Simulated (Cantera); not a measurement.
Source: NASA polynomial tables (part measured, part estimated), evaluated in Cantera. Values are per mole of reaction as written; species without (g) are pure solids or liquids, kept so even where they would boil at 1 bar.

10 NO(g) + 4 PH3(g) → 10 N(g) + 12 H(g) + P4O10

| T (K) | ΔH° (kJ) | ΔS° (J/K) | ΔG° (kJ) | log10 K |
|---|---|---|---|---|
| 398 | … | … | … | … |
| 423 | 3428.3 | 273.5 | 3312.7 | -409.06 |
| 448 | 3434.8 | 288.2 | 3305.7 | -385.42 |
| 473 | 3441.3 | 302.4 | 3298.3 | -364.23 |
| 498 | 3447.9 | 316.0 | 3290.5 | -345.13 |
| 523 | 3454.6 | 329.2 | 3282.5 | -327.83 |
| 548 | 3461.4 | 341.8 | 3274.1 | -312.07 |
| 573 | … | … | … | … |

Question: Complete the blanks.

Answer: 
- 398, ΔH° (kJ): 3422.0
- 398, ΔS° (J/K): 258.1
- 398, ΔG° (kJ): 3319.3
- 398, log10 K: -435.63
- 573, ΔH° (kJ): 3468.2
- 573, ΔS° (J/K): 354.0
- 573, ΔG° (kJ): 3265.4
- 573, log10 K: -297.67
